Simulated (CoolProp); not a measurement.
Vapour-liquid equilibrium of R134a (1) + R141b (2) at -32.55 °C; x and y are mole fractions of (1).

Values from CoolProp's multi-fluid Helmholtz-energy mixture model, Tillner-Roth 1994 and Lemmon 2006; pair parameters Bell 2016.

```json
[
 {"x": "0.05", "bubble pressure (kPa)": "11.50", "y at the bubble point": "0.584", "dew pressure at overall composition x (kPa)": "5.256", "liquid density (mol/L)": "11.56"},
 {"x": "0.15", "bubble pressure (kPa)": "23.23", "y at the bubble point": "0.813", "dew pressure at overall composition x (kPa)": "5.852", "liquid density (mol/L)": "11.75"},
 {"x": "0.25", "bubble pressure (kPa)": "33.08", "y at the bubble point": "0.881", "dew pressure at overall composition x (kPa)": "6.599", "liquid density (mol/L)": "11.95"},
 {"x": "0.35", "bubble pressure (kPa)": "41.11", "y at the bubble point": "0.913", "dew pressure at overall composition x (kPa)": "7.564", "liquid density (mol/L)": "12.15"},
 {"x": "0.45", "bubble pressure (kPa)": "47.59", "y at the bubble point": "0.932", "dew pressure at overall composition x (kPa)": "8.859", "liquid density (mol/L)": "12.35"},
 {"x": "0.55", "bubble pressure (kPa)": "52.91", "y at the bubble point": "0.946", "dew pressure at overall composition x (kPa)": "10.69", "liquid density (mol/L)": "12.57"},
 {"x": "0.65", "bubble pressure (kPa)": "57.52", "y at the bubble point": "0.956", "dew pressure at overall composition x (kPa)": "13.46", "liquid density (mol/L)": "12.79"},
 {"x": "0.75", "bubble pressure (kPa)": "61.88", "y at the bubble point": "0.966", "dew pressure at overall composition x (kPa)": "18.16", "liquid density (mol/L)": "13.02"},
 {"x": "0.85", "bubble pressure (kPa)": "66.44", "y at the bubble point": "0.977", "dew pressure at overall composition x (kPa)": "27.80", "liquid density (mol/L)": "13.27"},
 {"x": "0.95", "bubble pressure (kPa)": "71.65", "y at the bubble point": "0.991", "dew pressure at overall composition x (kPa)": "54.77", "liquid density (mol/L)": "13.54"}
]
```

No azeotrope shows between x = 0.05 and 0.95.

Pair parameters are fitted to limited data, so mixtures are less certain than the pure fluids. With so large a gap from Raoult's law the liquid may split in two, which this calculation doesn't test in full.
